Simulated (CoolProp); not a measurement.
Vapour-liquid equilibrium of carbon dioxide (1) + CH3F (R41) (2) at 241.2 K; x and y are mole fractions of (1).

The numbers come from the multi-fluid Helmholtz-energy mixture model, Span 1996 and Lemmon 2006; pair parameters Bell 2016 in CoolProp.

Question: Give the bubble pressure and the first vapour's composition at x = 0.05, 0.25, 0.65. Is there an azeotrope?

Answer: x = 0.05: 7.941 bar, y = 0.077; x = 0.25: 8.978 bar, y = 0.340; x = 0.65: 11.13 bar, y = 0.745. No azeotrope shows between x = 0.05 and 0.95.

The pair parameters rest on a limited set of measurements; away from them the model extrapolates.
